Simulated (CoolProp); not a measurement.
Vapour-liquid equilibrium of o-xylene (1) + n-undecane (2) at 303.3 K; x and y are mole fractions of (1).

The numbers come from the multi-fluid Helmholtz-energy mixture model, Zhou 2012 and Aleksandrov 2011; pair parameters Bell 2016 in CoolProp.

Give the bubble pressure and the first vapour's composition at x = 0.35, 0.575, 0.8. Is there an azeotrope?

x = 0.35: 0.0004846 MPa, y = 0.887; x = 0.575: 0.0007389 MPa, y = 0.951; x = 0.8: 0.0009855 MPa, y = 0.982. No azeotrope shows between x = 0.05 and 0.95.

The pair parameters rest on a limited set of measurements; away from them the model extrapolates. The gap from Raoult's law changes sign with composition, which may be real or a fault of the pair parameters; it wasn't checked against measurements.
